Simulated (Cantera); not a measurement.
A diamond (100) surface in a fixed gas of H2 with x(CH4) = 0.016, x(H) = 0.0074, x(CH3) = 2.4e-05, at 1048 K; coverages are run to steady state.

Cantera simulation using the Harris–Goodwin 1993 mechanism for the reconstructed diamond (100) surface; the numbers are that mechanism's predictions, not measurements.

One state of this run: growth (µm/h) = 0.894; θ c6HH = 0.554; θ c6H* = 0.0228; θ c6*H = 0.408; θ c6** = 0.0134; θ c6HM = 0.00136. θ: site fractions in the mechanism's names (c6HH fully hydrogenated, c6H* and c6*H radical sites, c6** diradical, c6HM methylated).

Task: Which value of P (Pa) does it belong to?
A. 1200
B. 6100
C. 390
D. 670

Result: B, 6100
